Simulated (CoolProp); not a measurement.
A single-stage vapour-compression cycle with the fluid: evaporating at 315.15 K (dew point), condensing at 335.15 K (bubble point), superheat 5 K, subcooling 2 K, compressor efficiency 0.9, no pressure losses. The same conditions are run with several fluids, on thermodynamics alone (safety and materials aside).

The numbers come from the reference Helmholtz-energy equation of state of each fluid (cyclohexane: Zhou 2014; propylene: Lemmon 2013; sulfur dioxide: Gao 2016; cyclopropane: Polt 1992; carbonyl sulfide: Lemmon 2006; fluoroethane (R161): Wu 2012) in CoolProp. The equations of Platzer and Polt are older, rougher fits.

Rank cyclohexane, propylene, sulfur dioxide, cyclopropane, carbonyl sulfide, fluoroethane (R161) by cooling COP, highest first.

cyclohexane (13.6), sulfur dioxide (13.0), cyclopropane (12.6), fluoroethane (R161) (12.1), carbonyl sulfide (12.0), propylene (11.4)

| fluid | pressure ratio | discharge temperature (K) | refrigerating effect (kJ/kg) | volumetric capacity (kJ/m³) |
|---|---|---|---|---|
| cyclohexane | 2.08 | 339.2 | 353 | 302 |
| propylene | 1.53 | 345.1 | 256 | 9200 |
| sulfur dioxide | 1.74 | 362.4 | 316 | 5600 |
| cyclopropane | 1.57 | 346.0 | 340 | 7170 |
| carbonyl sulfide | 1.52 | 353.8 | 202 | 10900 |
| fluoroethane (R161) | 1.58 | 347.4 | 272 | 8870 |
